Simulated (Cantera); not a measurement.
Hydrocarbon pyrolysis for carbon deposition

An isothermal, constant-pressure homogeneous reactor starts with 6.62 % CH4, 92.7 % N2, 0.649 % H2O, at 1600 K and 0.310 bar.

Detailed kinetics in Cantera: GRI-Mech 3.0 (53 species, 325 reactions). GRI-Mech 3.0 stops at C3 and has no aromatics, soot or wall deposition, so with more carbon than oxygen in the feed, carbon stays in small species such as C2H2 where larger ones or solid carbon would form.

```
t (s)        x CH4      x H     x CH2      x H2    x C2H4     x C2H     x CH3
--------  --------  -------  --------  --------  --------  --------  --------
0.000700    0.0662  1.01e-7   2.46e-9   3.28e-5   9.88e-7    <1e-12   5.92e-5
0.00255     0.0659  2.47e-7   1.98e-8  0.000185   3.54e-5    <1e-12  0.000173
0.00931     0.0639  1.37e-6   8.63e-8   0.00206  0.000683  1.73e-10  0.000370
0.0340      0.0530  5.97e-6   8.99e-8    0.0162   0.00205   4.75e-9  0.000340
0.124       0.0352  1.22e-5   4.80e-8    0.0430  0.000547   1.33e-8  0.000197
0.452       0.0159  2.01e-5   2.40e-8    0.0708  0.000145   2.22e-8   9.13e-5
1.65       0.00485  2.72e-5   9.43e-9    0.0874   9.31e-5   2.95e-8   3.06e-5
6.01       0.00182  3.04e-5   3.99e-9    0.0943   9.37e-5   3.11e-8   1.19e-5
21.9      0.000947  3.11e-5   1.83e-9    0.0992   9.43e-5   2.91e-8   6.01e-6
80.0      0.000513  3.12e-5  9.32e-10     0.101   9.50e-5   2.86e-8   3.23e-6
```
x: mole fraction; the columns are a selection and need not sum to one.

Equilibrium at this temperature and pressure: CH4 0.000258, H 3.13e-5, CH2 4.67e-10, H2 0.101, C2H4 2.44e-5, C2H 7.29e-9, CH3 1.62e-6 (gas phase only).
